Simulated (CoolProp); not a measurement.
Hydrogen chloride along the isobar 16.6 MPa: density (kg/m³) from the reference equation and from simpler models built on Tc = 324.7 K, pc = 8.314 MPa, ω = 0.130; each cubic takes its own stable root.

Computed with CoolProp (reference Helmholtz-energy equation of state, Thol 2018).

```tsv
T (K)	phase	reference	van der Waals	Soave-Redlich-Kwong	Peng-Robinson
216.1	liquid	1140	694.3	1004	1131
229.2	liquid	1107	677.9	…	1097
242.2	liquid	1074	660.8	940.0	1060
255.3	liquid	1038	642.7	904.1	1020
268.4	liquid	999.2	…	…	975.0
281.5	liquid	957.9	603.0	822.2	925.7
294.6	liquid	912.6	581.0	…	870.7
307.6	liquid	862.3	557.4	722.6	809.2
320.7	liquid	804.0	531.4	662.9	738.5
333.8	supercritical	734.1	502.8	594.5	657.0
346.9	supercritical	646.1	470.8	516.5	564.2
359.9	supercritical	…	…	434.3	468.2
373	supercritical	423.4	395.7	361.8	386.5
386.1	supercritical	344.3	354.5	309.3	…
399.2	supercritical	295.9	…	272.8	288.8
412.3	supercritical	263.7	283.8	246.3	259.8
```

Task: Fill in the missing entries.

Result: 
- 229.2, Soave-Redlich-Kwong: 972.9
- 268.4, van der Waals: 623.5
- 268.4, Soave-Redlich-Kwong: 865.0
- 294.6, Soave-Redlich-Kwong: 775.0
- 359.9, reference: 536.6
- 359.9, van der Waals: 435.2
- 386.1, Peng-Robinson: 328.7
- 399.2, van der Waals: 316.0
